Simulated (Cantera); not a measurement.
Input (Python, Cantera) and output of one run.

```python
import numpy as np
import cantera as ct

gas_names = """
    H HO2 H2 H2O H2O2 O OH O2 O3 Si SiH SiH2 SiH3 SiH4 SiO SiO2 Si2 Si3
""".split()
cond_names = """
    H2O(s) H2O(L) Si(cr) Si(L) SiO2(Lqz) SiO2(hqz) SiO2(L)
""".split()


# ... load() reads the species with a 1 bar reference pressure and builds the phases ...
atoms = {
    'Si': {'Si': 1},
    'H2O': {'H': 2, 'O': 1},
    'H2': {'H': 2},
}
top_T = {}  # K; cautious upper limits of use, not melting points


# ... equilibrate(T, P, feed) seeds the gas with the atoms and calls Mixture.equilibrate('TP', solver="vcs", rtol=1e-11, max_steps=5000) ...
results = []
feed = {'Si': 1, 'H2O': 0.024, 'H2': 29}  # mol
P = 17000  # Pa
for T in [1575, 1625, 1675, 1725, 1775, 1825, 1875, 1925, 1975, 2025, 2075]:
    mix = equilibrate(T, P, feed)
    results.append((T, P, feed, dict(zip(mix.species_names, mix.species_moles))))

top = {s: max(r[3][s] / sum(r[3][g] for g in gas_names) for r in results) for s in gas_names}
cols = sorted((s for s in top if top[s] > 1e-06), key=lambda s: -top[s])[:8]
seen = [c for c in cond_names if any(r[3].get(c, 0) > 1e-12 for r in results)]
print("log10 of partial pressures in bar; condensed amounts in mol")
print(f"{'T/K':>10s}" + "".join(f"{s[:9]:>10s}" for s in cols + seen))
for T, P, feed, n in results:
    ng = sum(n[g] for g in gas_names)
    print(f"{T:10.4g}" + "".join(f"{np.log10(max(n[s] / ng * P / 1e5, 1e-99)):10.3f}" for s in cols)
          + "".join(f"{n.get(c, 0):10.4g}" for c in seen))
```

Output:

```
log10 of partial pressures in bar; condensed amounts in mol
       T/K        H2         H       SiO        Si      SiH2       SiH       Si2       Si3    Si(cr)     Si(L)
      1575    -0.770    -4.766    -3.853    -7.241    -6.195    -7.248    -9.913   -10.593    0.9759         0
      1625    -0.770    -4.536    -3.853    -6.788    -5.950    -6.874    -9.325    -9.966    0.9758         0
      1675    -0.770    -4.320    -3.853    -6.363    -5.719    -6.522    -8.772    -9.378    0.9755         0
      1725    -0.770    -4.116    -3.853    -5.993    -5.534    -6.223    -8.315    -8.920         0    0.9752
      1775    -0.770    -3.924    -3.853    -5.659    -5.372    -5.955    -7.911    -8.528         0    0.9747
      1825    -0.770    -3.741    -3.853    -5.342    -5.219    -5.701    -7.529    -8.158         0    0.9738
      1875    -0.771    -3.569    -3.853    -5.043    -5.074    -5.461    -7.168    -7.809         0    0.9724
      1925    -0.771    -3.405    -3.853    -4.759    -4.938    -5.234    -6.826    -7.478         0      0.97
      1975    -0.771    -3.250    -3.853    -4.490    -4.808    -5.019    -6.501    -7.165         0     0.966
      2025    -0.772    -3.102    -3.854    -4.235    -4.685    -4.815    -6.194    -6.868         0    0.9596
      2075    -0.773    -2.961    -3.854    -3.992    -4.569    -4.621    -5.901    -6.585         0    0.9492
```

These are equilibrium values from Cantera (NASA tables, ideal gas, pure condensed phases), not measurements of a reactor. Gases not in the tables: Si2H6 and higher silanes.
